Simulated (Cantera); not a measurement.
Equilibrium for silicon oxide and oxynitride deposition: SiCl4 + O2 + N2

Input: 1 mol SiCl4, 0.72 mol O2, 3.9 mol N2, equilibrated at 0.0100 bar.

Equilibrium computed with Cantera from the NASA thermochemical tables; the gas is ideal and each condensed phase is pure. Candidate condensed phases: Si, SiO2, Si2N2O, Si3N4; 23 gas species. Rates play no part.

```
T (°C)  log p N2  log p Cl2  log p SiCl4  log p Cl  n SiO2(α-quartz)  n SiO2(β-quartz)
------  --------  ---------  -----------  --------  ----------------  ----------------
252        -2.16      -2.59        -3.30    -10.53             0.720                 0
327        -2.16      -2.59        -3.30     -9.00             0.720                 0
402        -2.16      -2.59        -3.30     -7.82             0.720                 0
477        -2.16      -2.59        -3.30     -6.86             0.720                 0
552        -2.16      -2.59        -3.30     -6.08             0.720                 0
627        -2.16      -2.59        -3.30     -5.43                 0             0.720
702        -2.16      -2.59        -3.30     -4.87                 0             0.720
777        -2.16      -2.60        -3.30     -4.40                 0             0.720
852        -2.16      -2.60        -3.30     -3.99                 0             0.720
```
log p: log10 of the partial pressure in bar; n: condensed amount in mol.

From 252 °C to 552 °C the condensed part is SiO2(α-quartz). From 627 °C to 852 °C the condensed part is SiO2(β-quartz). The main Si-bearing gas is SiCl4 throughout.
